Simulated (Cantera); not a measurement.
Input: 1 mol SiO₂, 2.8 mol HF, 12 mol O₂, held at 13300 Pa.

Method: chemical equilibrium by Gibbs-energy minimisation in Cantera with the NASA 1993 tables (ideal gas, pure condensed phases). Candidate condensed phases: H₂O, Si, SiO₂; 38 gas species. The tables hold silica as quartz up to 1696 K and as liquid above; real silica turns to tridymite and cristobalite and melts near 1996 K. Kinetics and transport are ignored.

**Question.** At 1398 K, list the 4 most abundant gas species with their mole fractions, and the condensed phases.

**Answer.** O₂ 0.820, HF 0.145, H₂O 0.0234, SiF₄ 0.0117. Condensed: SiO₂(β-quartz).
